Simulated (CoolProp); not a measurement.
Vapour-liquid equilibrium of carbon dioxide (1) + propylene (2) at 227.3 K; x and y are mole fractions of (1).

Values from CoolProp's multi-fluid Helmholtz-energy mixture model, Span 1996 and Lemmon 2013; pair parameters Bell 2016.

**Question.** Give the bubble pressure and the first vapour's composition at x = 0.125, 0.5, 0.875. Is there an azeotrope?

**Answer.** x = 0.125: 0.2766 MPa, y = 0.633; x = 0.5: 0.5814 MPa, y = 0.870; x = 0.875: 0.7461 MPa, y = 0.954. No azeotrope shows between x = 0.05 and 0.95.

Pair parameters are fitted to limited data, so mixtures are less certain than the pure fluids.
